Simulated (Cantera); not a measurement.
A closed system holds: 1 mol Si2Cl6, 1 mol N2, a varied amount of H2, equilibrated at 1400 °C and 64.0 mbar.

These are equilibrium values from Cantera (NASA tables, ideal gas, pure condensed phases), not measurements of a reactor. Candidate condensed phases: NH4Cl, Si, Si3N4; 28 gas species. The feed counts by its element totals alone. Mutual solubility and eutectic melting of coexisting phases are not modelled. Kinetics and transport are ignored.

What share of the Si ends up in condensed phases as a function of n(H2) (mol), at 7.4, 9.3, 12, 15, 19, 23, 29, 37, 46, 58?


```tsv
n(H2) (mol)	Si condensed (%)	as
7.4	18.6	Si3N4(s)
9.3	21.4	Si3N4(s)
12	24.2	Si3N4(s)
15	26.6	Si3N4(s)
19	28.9	Si3N4(s)
23	30.6	Si3N4(s)
29	32.6	Si3N4(s)
37	37.2	Si(s) + Si3N4(s)
46	42.9	Si(s) + Si3N4(s)
58	49.0	Si(s) + Si3N4(s)
```
